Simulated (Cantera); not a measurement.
A perfectly stirred reactor is fed with 8.33 % C₃H₈, 91.7 % H₂, at 0.0825 Torr; it is held at 1348 K, and followed from long to short residence time.

Cantera simulation using GRI-Mech 3.0 (53 species, 325 reactions); the numbers are that mechanism's predictions, not measurements. GRI-Mech 3.0 was tuned for natural gas; its chemistry of propane as a main component is partial and can be far from experiment. GRI-Mech 3.0 stops at C3 and has no aromatics, soot or wall deposition, so with more carbon than oxygen in the feed, carbon stays in small species such as C2H2 where larger ones or solid carbon would form. Radical loss at walls, strong at low pressure, is not modelled.

Problem. Predict: x(C₃H₈) at τ = 28.0 s; x(H₂) at τ = 28.0 s; x(CH₃) at τ = 28.0 s; x(C₂H₂) at τ = 28.0 s; x(CH₂) at τ = 28.0 s; x(C₃H₈) at τ = 87.0 ms; x(H₂) at τ = 87.0 ms; x(CH₃) at τ = 87.0 ms; x(C₂H₂) at τ = 87.0 ms; x(CH₂) at τ = 87.0 ms.

Solution. 
```
Property                  Result
----------------------  --------
x(C₃H₈) at τ = 28.0 s   0.000353
x(H₂) at τ = 28.0 s        0.854
x(CH₃) at τ = 28.0 s     0.00119
x(C₂H₂) at τ = 28.0 s     0.0616
x(CH₂) at τ = 28.0 s     3.19e-7
x(C₃H₈) at τ = 87.0 ms    0.0446
x(H₂) at τ = 87.0 ms       0.881
x(CH₃) at τ = 87.0 ms    0.00691
x(C₂H₂) at τ = 87.0 ms  0.000955
x(CH₂) at τ = 87.0 ms    1.58e-6
```
